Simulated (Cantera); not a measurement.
Charge: 1 mol Zr, 0.39 mol H2O, held at 62.0 mbar.

Method: chemical equilibrium by Gibbs-energy minimisation in Cantera with the NASA 1993 tables (ideal gas, pure condensed phases). Candidate condensed phases: H2O, Zr, ZrO2; 12 gas species. Mutual solubility and eutectic melting of coexisting phases are not modelled. Condensed phases not in the tables: N, O or C dissolved in the metal. Equilibrium is a limit: real reactors are often held back by kinetics, nucleation or transport.

log p: log10 of the partial pressure in bar; n: condensed amount in mol.

```
T (K)  log p H2  log p H  log p ZrO   log p H2O  n Zr(β)  n ZrO2(monoclinic)  n ZrO2(tetragonal)  n Zr(l)
-----  --------  -------  ---------  ----------  -------  ------------------  ------------------  -------
1350      -1.21    -6.23       <-13  (withheld)    0.805               0.195                   0        0
1450      -1.21    -5.63       <-13  (withheld)    0.805               0.195                   0        0
1550      -1.21    -5.11     -11.96  (withheld)    0.805                   0               0.195        0
1650      -1.21    -4.65     -10.70  (withheld)    0.805                   0               0.195        0
1750      -1.21    -4.24      -9.58  (withheld)    0.805                   0               0.195        0
1850      -1.21    -3.87      -8.59  (withheld)    0.805                   0               0.195        0
1950      -1.21    -3.55      -7.70  (withheld)    0.805                   0               0.195        0
2050      -1.21    -3.25      -6.90  (withheld)    0.805                   0               0.195        0
2150      -1.21    -2.98      -6.17  (withheld)        0                   0               0.195    0.805
```

### Question
What belongs in the gaps?

### Answer

- 1350, log p H2O: -10.84
- 1450, log p H2O: -10.05
- 1550, log p H2O: -9.38
- 1650, log p H2O: -8.78
- 1750, log p H2O: -8.26
- 1850, log p H2O: -7.79
- 1950, log p H2O: -7.37
- 2050, log p H2O: -7.00
- 2150, log p H2O: -6.66
